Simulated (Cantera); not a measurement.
An adiabatic, constant-pressure homogeneous reactor starts with H2 : O2 : N2 = 1 : 0.294 : 1.11 (molar parts), equivalence ratio 1.7, at 950 K and 4.84 atm.

Model: the H2/O2 subset of GRI-Mech 3.0, which has no nitrogen chemistry, integrated in Cantera. The hydrogen kinetics of GRI-Mech 3.0 are dated; newer H2 mechanisms differ, most at raised pressure.

Q: Predict: time of steepest temperature rise; temperature at 0.500 s; equilibrium temperature; x(H2) at 0.500 s; x(O2) at 0.500 s; x(HO2) at 0.500 s; x(H2O) at 0.500 s; x(H2O2) at 0.500 s; x(OH) at 0.500 s; x(H) at 0.500 s.

A: 
```
Item                                                                Result
---------------------------------  ---------------------------------------
time of steepest temperature rise                                  33.9 ms
temperature at 0.500 s                                              2646 K
equilibrium temperature                                             2646 K
x(H2) at 0.500 s                       0.191 (gas-phase equilibrium 0.191)
x(O2) at 0.500 s                   5.68e-5 (gas-phase equilibrium 5.68e-5)
x(HO2) at 0.500 s                  1.06e-7 (gas-phase equilibrium 1.06e-7)
x(H2O) at 0.500 s                      0.274 (gas-phase equilibrium 0.274)
x(H2O2) at 0.500 s                 4.33e-8 (gas-phase equilibrium 4.33e-8)
x(OH) at 0.500 s                   0.00318 (gas-phase equilibrium 0.00318)
x(H) at 0.500 s                    0.00917 (gas-phase equilibrium 0.00917)
```
